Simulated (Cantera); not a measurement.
Input: 1 mol SiH2Cl2, 0.058 mol HCl, 170 mol N2, equilibrated at 0.00133 bar.

Cantera equilibrium calculation (NASA polynomials, part measured and part estimated; ideal gas, pure solids and liquids). Candidate condensed phases: NH4Cl, Si, Si3N4; 28 gas species. N2 is the only nitrogen source here; it is nearly inert below about 1500 K, so the nitride shown seldom forms there in practice. The numbers say what is thermodynamically allowed, not how fast it happens.

### Question
Which condensed phases are stable at each of these points (T (K)): 873, 973, 1073, 1173, 1273, 1373, 1473, 1573, 1673, 1773?

### Answer
| T (K) | condensed phases | Si condensed (%) |
|---|---|---|
| 873 | Si3N4(s) | 91.0 |
| 973 | Si3N4(s) | 92.0 |
| 1073 | Si3N4(s) | 92.6 |
| 1173 | Si3N4(s) | 91.5 |
| 1273 | Si3N4(s) | 83.9 |
| 1373 | Si3N4(s) | 68.2 |
| 1473 | Si3N4(s) | 49.4 |
| 1573 | Si3N4(s) | 32.4 |
| 1673 | Si3N4(s) | 15.1 |
| 1773 | gas only | 0.0 |

From 873 K to 1673 K the condensed part is Si3N4(s). At 1773 K nothing is condensed.
